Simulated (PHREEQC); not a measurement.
## City or well water: speciation

A made-up water analysis in mg/kgw, 55 °C, pH 7.1, pe 12.1:

| constituent | mg/kgw |
|---|---|
| Na | 8.51 |
| K | 4.2 |
| Ca | 5.67 |
| Mg | 5.11 |
| Cl | 6.06 |
| S(6) as SO4 | 7.96 |
| Alkalinity as HCO3 | 52.4 |
| Si as SiO2 | 0.0296 |

Valence states are taken as typed.

Model: ion-association model, wateq4f.dat, run in PHREEQC.

This is a speciation only: nothing precipitates in the calculation.

Problem. What activity of water, charge-balance error does the model give?

Solution. activity of water 0.991; charge-balance error -0.6 %.

Problem. In which forms is S present?

Solution. SO4-2 91 %, MgSO4 6.1 %, CaSO4 2.2 % of the S.

Species that the database lacks are ignored. Away from 25 °C the constants follow the database's enthalpies or fits; those with neither stay at their 25 °C values.
